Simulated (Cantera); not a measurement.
A Cantera script and its output.

```python
import numpy as np
import cantera as ct

gas = ct.Solution("gri30.yaml")
gas.TPX = 1523, 25000, {'CH4': 1, 'H2O': 0.35}
reactor = ct.IdealGasConstPressureReactor(gas, energy="off", clone=False)
net = ct.ReactorNet([reactor])
net.rtol, net.atol = 1e-08, 1e-18
show = ['CH4', 'H2O', 'O2', 'H', 'HCO']
times = np.geomspace(4e-06, 5, 15)

steps = ct.SolutionArray(gas, extra=["t"])
rows = []
print(f"{'t/s':>10s}{'T/K':>9s}{'P/Pa':>11s}" + "".join(f"{s:>11s}" for s in show))
for t in times:
    while net.time < t:
        t_next = net.step()
        steps.append(gas.state, t=t_next)
    rows.append([np.interp(t, steps.t, y) for y in (steps.T, steps.P, *steps(*show).X.T)])
    print(f"{t:10.3e}{rows[-1][0]:9.1f}{rows[-1][1]:11.4g}" + "".join(f"{x:11.3e}" for x in rows[-1][2:]))
rate = np.gradient(steps.T, steps.t)
print("integrator steps:", len(steps.t))
if steps.T.max() > steps.T[0] + 200:
    print(f"time of steepest temperature rise: {steps.t[rate.argmax()]:.4e} s")
gas.TPX = 1523, 25000, {'CH4': 1, 'H2O': 0.35}
gas.equilibrate("TP")
print(f"equilibrium (TP): T = {gas.T:.1f} K  " + "  ".join(f"{s} {gas[s].X[0]:.3e}" for s in show))
```

Result:

```
       t/s      T/K       P/Pa        CH4        H2O         O2          H        HCO
 4.000e-06   1523.0    2.5e+04  7.407e-01  2.593e-01  2.018e-23  7.394e-08  5.057e-20
 1.090e-05   1523.0    2.5e+04  7.407e-01  2.593e-01  4.803e-22  7.395e-08  1.399e-18
 2.972e-05   1523.0    2.5e+04  7.407e-01  2.593e-01  1.800e-20  7.406e-08  5.074e-17
 8.101e-05   1523.0    2.5e+04  7.407e-01  2.593e-01  8.283e-19  7.489e-08  2.250e-15
 2.208e-04   1523.0    2.5e+04  7.406e-01  2.592e-01  3.826e-17  8.063e-08  1.024e-13
 6.019e-04   1523.0    2.5e+04  7.403e-01  2.592e-01  1.175e-15  1.054e-07  2.982e-12
 1.641e-03   1523.0    2.5e+04  7.393e-01  2.592e-01  1.422e-14  1.572e-07  3.103e-11
 4.472e-03   1523.0    2.5e+04  7.361e-01  2.590e-01  1.166e-13  3.228e-07  1.807e-10
 1.219e-02   1523.0    2.5e+04  7.227e-01  2.577e-01  8.253e-13  9.822e-07  5.496e-10
 3.323e-02   1523.0    2.5e+04  6.771e-01  2.518e-01  2.910e-12  2.911e-06  6.446e-10
 9.057e-02   1523.0    2.5e+04  5.791e-01  2.366e-01  3.394e-12  6.467e-06  4.382e-10
 2.469e-01   1523.0    2.5e+04  4.320e-01  2.132e-01  1.395e-12  1.156e-05  2.800e-10
 6.730e-01   1523.0    2.5e+04  2.628e-01  1.849e-01  5.220e-13  1.827e-05  1.853e-10
 1.834e+00   1523.0    2.5e+04  1.245e-01  1.549e-01  2.925e-13  2.667e-05  1.914e-10
 5.000e+00   1523.0    2.5e+04  5.836e-02  1.191e-01  1.916e-13  3.444e-05  4.341e-10
integrator steps: 1285
equilibrium (TP): T = 1523.0 K  CH4 3.297e-02  H2O 3.178e-07  O2 5.121e-24  H 3.961e-05  HCO 1.960e-09
```

Model: GRI-Mech 3.0 (53 species, 325 reactions), integrated in Cantera. GRI-Mech 3.0 stops at C3 and has no aromatics, soot or wall deposition, so with more carbon than oxygen in the feed, carbon stays in small species such as C2H2 where larger ones or solid carbon would form.
